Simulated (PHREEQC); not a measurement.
0.032 g of hydrous ferric oxide (600 m²/g; 0.2 weak and 0.005 strong sites per Fe, Dzombak-Morel constants, diffuse double layer) in 1 kg of water with 0.005 mol/kgw of an inert sodium salt and 1.5e-06 mol/kgw MgCl2, at 25 °C; the pH is set by adding NaOH or the inert anion's acid. Oxygen alone is held at its pressure in air (log pO2 = -0.68). No CO2 enters from the air. Precipitation was switched off in this run.

The series has 17 steps of pH, from 3 to 9.

Computed with PHREEQC (ion-association model, wateq4f.dat).

Problem. Near which pH is half of the Mg sorbed, and on which side is more sorbed?

Solution. Near pH 8.6, with more sorbed at higher pH.

The oxide is taken as insoluble; below pH 4 it would dissolve.
